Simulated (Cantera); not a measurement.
Thermodynamics of carbon deposition, reforming and gasification, feed acetone + O2

Feed: 1 mol acetone, 0.074 mol O2, at 1398.15 K and 830000 Pa.

Equilibrium computed with Cantera from the NASA thermochemical tables; the gas is ideal and each condensed phase is pure. Candidate condensed phases: C, C6H6, C7H8, C8H18, H2O; 110 gas species. The feed counts by its element totals alone. Rates play no part.

```json
{
  "x(H2)": "0.700",
  "x(CO)": "0.275",
  "x(CH4)": "0.0177",
  "x(H2O)": "0.00605",
  "x(CO2)": "0.00110",
  "x(C2H4)": "8.49e-6",
  "x(C2H2 (acetylene))": "1.72e-6",
  "x(H)": "1.38e-6",
  "n(C(graphite))": "1.81 mol",
  "gas_amount": "4.047 mol"
}
```
